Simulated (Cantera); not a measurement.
A counterflow diffusion flame at 2.50 bar, nozzles 20 mm apart: fuel side CH4 : H2 : N2 = 1 : 0.089 : 0.31 (molar parts) at 550 K, oxidiser side O2 : N2 = 0.19 : 0.81 (molar parts) at 500 K, fuel mass flux 0.88 times the oxidiser's; mixture-averaged transport, no radiation.

Cantera simulation using GRI-Mech 3.0 (53 species, 325 reactions); the numbers are that mechanism's predictions, not measurements. GRI-Mech 3.0 has no aromatics or soot, which form on the fuel side of real flames. The maximum strain rate includes the flame's own expansion and is several times the mean.

x: mole fraction; the columns are a selection and need not sum to one.

| oxidiser flux (kg/m²/s) | max strain (1/s) | mean strain (1/s) | T max (K) | peak x OH | peak x H | peak x NO | peak x CO | peak x C2H2 |
|---|---|---|---|---|---|---|---|---|
| 1.5 | 411 | 111 | 2080 | 0.00569 | 0.00239 | 0.000190 | 0.0366 | 0.00860 |
| 2 | 536 | 148 | 2066 | 0.00569 | 0.00248 | 0.000171 | 0.0364 | 0.00778 |
| 2.7 | (withheld) | 200 | 2053 | 0.00568 | 0.00258 | (withheld) | 0.0364 | (withheld) |
| 3.6 | 931 | 267 | 2037 | 0.00560 | 0.00265 | 0.000129 | 0.0365 | 0.00633 |
| 4.9 | 1250 | 363 | 2018 | 0.00545 | 0.00270 | 0.000104 | 0.0367 | 0.00556 |
| 6.6 | 1670 | 489 | 1993 | 0.00519 | 0.00270 | 7.92e-5 | 0.0371 | 0.00475 |
| 8.8 | (withheld) | 652 | 1960 | 0.00478 | 0.00260 | (withheld) | 0.0375 | (withheld) |
| 12 | 2940 | 889 | 1901 | 0.00395 | 0.00226 | 2.65e-5 | 0.0379 | 0.00254 |

Problem. Some entries are withheld; supply them.

Solution. 
- 2.7, max strain (1/s): 709
- 2.7, peak x NO: 0.000151
- 2.7, peak x C2H2: 0.00704
- 8.8, max strain (1/s): 2200
- 8.8, peak x NO: 5.42e-5
- 8.8, peak x C2H2: 0.00384
